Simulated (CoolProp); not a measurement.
Values from CoolProp's reference Helmholtz-energy equation of state, Thol 2015.

Question: For octamethylcyclotetrasiloxane (D4), give the phase and the density (kg/m³), cv (kJ/(kg K)), speed of sound (m/s), fugacity coefficient at 311.5 K and 0.0835 MPa; 508.1 K and 0.463 MPa.

Answer: 
- 311.5 K and 0.0835 MPa: liquid; density 936, cv 1.40, speed of sound 872, fugacity coefficient 0.00416
- 508.1 K and 0.463 MPa: liquid; density 673, cv 1.85, speed of sound 303, fugacity coefficient 0.673
